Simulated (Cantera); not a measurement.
Input (Python, Cantera):

```python
import numpy as np
import cantera as ct

surf = ct.Interface("ptcombust.yaml", "Pt_surf")
gas = surf.adjacent["gas"]
gas.TPX = 1098, 100000, {'CH4': 0.0049, 'O2': 0.032, 'N2': 0.79, 'H2O': 0.028}
surf.TP = 1098, 100000
reactor = ct.FlowReactor(gas, clone=False)
reactor.area = 0.0001  # m2
reactor.surface_area_to_volume_ratio = 1000  # 1/m
reactor.mass_flow_rate = 1.4 * reactor.area * gas.density  # inlet velocity 1.4 m/s
reactor.energy_enabled = False
wall = ct.ReactorSurface(surf, reactor, clone=False)
net = ct.ReactorNet([reactor])
net.rtol, net.atol = 1e-8, 1e-16
show, cover = ['CH4', 'O2', 'H2O', 'CO2', 'CO'], ['PT(S)', 'H(S)', 'O(S)', 'OH(S)', 'CO(S)', 'C(S)']

rows = []
print(f"{'z/m':>9s}{'u/(m/s)':>9s}" + "".join(f"{s:>13s}" for s in show + cover))
for z in [4.6e-05, 9.9e-05, 0.00021, 0.00046, 0.00099, 0.0021, 0.0046]:
    net.advance(z)
    rows.append([reactor.speed, *gas[show].X, *surf[cover].coverages])
    print(f"{z:9.4g}{rows[-1][0]:9.3g}" + "".join(f"{x:13.4e}" for x in rows[-1][1:]))
```

Output:

```
      z/m  u/(m/s)          CH4           O2          H2O          CO2           CO        PT(S)         H(S)         O(S)        OH(S)        CO(S)         C(S)
  4.6e-05      1.4   5.6727e-03   3.7317e-02   3.2869e-02   5.3945e-05   4.3164e-06   3.7206e-01   2.2764e-06   6.2503e-01   2.8824e-03   1.0937e-05   1.1094e-07
  9.9e-05      1.4   5.6053e-03   3.7184e-02   3.3002e-02   1.1949e-04   5.2594e-06   3.7228e-01   2.2833e-06   6.2480e-01   2.8885e-03   1.1121e-05   1.0981e-07
  0.00021      1.4   5.4665e-03   3.6909e-02   3.3277e-02   2.5638e-04   5.3340e-06   3.7268e-01   2.2970e-06   6.2440e-01   2.9009e-03   1.0939e-05   1.0742e-07
  0.00046      1.4   5.1651e-03   3.6314e-02   3.3874e-02   5.5397e-04   5.0579e-06   3.7353e-01   2.3266e-06   6.2352e-01   2.9276e-03   1.0407e-05   1.0217e-07
  0.00099      1.4   4.5753e-03   3.5148e-02   3.5041e-02   1.1361e-03   4.5029e-06   3.7523e-01   2.3850e-06   6.2177e-01   2.9794e-03   9.3428e-06   9.1713e-08
   0.0021      1.4   3.5348e-03   3.3092e-02   3.7100e-02   2.1624e-03   3.5100e-06   3.7833e-01   2.4895e-06   6.1858e-01   3.0690e-03   7.3956e-06   7.2584e-08
   0.0046      1.4   1.9448e-03   2.9954e-02   4.0244e-02   3.7283e-03   1.9632e-06   3.8338e-01   2.6539e-06   6.1340e-01   3.2021e-03   4.2331e-06   4.1521e-08
```

Model: Deutschmann's 1995 Pt surface mechanism with GRI-Mech 3.0 gas chemistry, integrated in Cantera. Catalytic surfaces can have several steady states; this one follows from the mechanism file's or the stated starting coverage. Mass transfer to the wall is taken as infinitely fast.
